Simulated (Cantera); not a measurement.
Mixture: CH4 : CO : O2 : N2 = 1 : 0.033 : 2.37 : 8.92 (molar parts), at 405 Torr, adiabatic and at constant pressure. Ignition delay is the time to a rise of 400 K.

Model: GRI-Mech 3.0 (53 species, 325 reactions), integrated in Cantera.

Task: At T0 = 1573 K, what is the delay, and which 8 reactions control it most (d ln τ / d ln k, from doubling and halving each rate constant)?

Result: The delay is 0.931 ms.
```
reaction                  d ln τ / d ln k   faster rate
------------------------  ---------------  ------------
CH3 + O2 <=> CH3O + O               -0.41   shortens it
H + O2 <=> O + OH                   -0.34   shortens it
CH4 + H <=> CH3 + H2                 0.25  lengthens it
2 CH3 (+M) <=> C2H6 (+M)             0.20  lengthens it
CH3 + HO2 <=> CH3O + OH             -0.14   shortens it
2 CH3 <=> C2H5 + H                  -0.14   shortens it
CH3 + O2 <=> CH2O + OH              -0.11   shortens it
CH3 + HO2 <=> CH4 + O2              -0.09   shortens it
```
